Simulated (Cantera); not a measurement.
A perfectly stirred reactor is fed with 8.15 % CH4, 19.1 % O2, 72.1 % N2, 0.611 % H2, at 0.987 atm; it is adiabatic with a 550 K inlet, and is followed from long to short residence time, starting on the burning branch (τ in s: 0.03, 0.017, 0.0092, 0.0051, 0.0028, 0.0016, 0.00088, 0.00049, 0.00027, 0.00015, 8.4e-05, 4.7e-05, 2.6e-05).

Detailed kinetics in Cantera: GRI-Mech 3.0 (53 species, 325 reactions).

One state of this run: T (K) = 2053; x CH4 = 9.73e-5; x O2 = 0.0344; x CO = 0.0169; x C2H = 2.23e-10; x H2 = 0.00745; x H = 0.00396; x CO2 = 0.0631. x: mole fraction; the columns are a selection and need not sum to one.

Question: Which value of τ (s) does it belong to?
A. 0.00088
B. 0.017
C. 0.030
D. 0.0092

Answer: A, 0.00088
